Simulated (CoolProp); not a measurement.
Vapour-liquid equilibrium of R22 (1) + R115 (2) at 38.95 °C; x and y are mole fractions of (1).

The numbers come from the multi-fluid Helmholtz-energy mixture model, Kamei 1995 and Lemmon 2016; pair parameters Bell 2016 in CoolProp.

| x | bubble pressure (kPa) | y at the bubble point | dew pressure at overall composition x (kPa) | liquid density (mol/L) |
|---|---|---|---|---|
| 0.05 | 1356 | 0.084 | 1326 | 7.957 |
| 0.125 | 1442 | 0.183 | 1393 | 8.149 |
| 0.2 | 1504 | 0.262 | 1456 | 8.371 |
| 0.275 | 1547 | 0.329 | 1513 | 8.628 |
| 0.35 | 1578 | 0.392 | 1559 | 8.921 |
| 0.425 | 1598 | 0.451 | 1590 | 9.252 |
| 0.5 | 1608 | 0.510 | 1607 | 9.622 |
| 0.575 | 1610 | 0.571 | 1609 | 10.03 |
| 0.65 | 1604 | 0.635 | 1601 | 10.48 |
| 0.725 | 1590 | 0.703 | 1585 | 10.97 |
| 0.8 | 1570 | 0.777 | 1563 | 11.49 |
| 0.875 | 1545 | 0.856 | 1539 | 12.06 |
| 0.95 | 1516 | 0.941 | 1512 | 12.67 |

y crosses x between x = 0.5 and 0.575: the model has an azeotrope there.

The pair parameters rest on a limited set of measurements; away from them the model extrapolates.
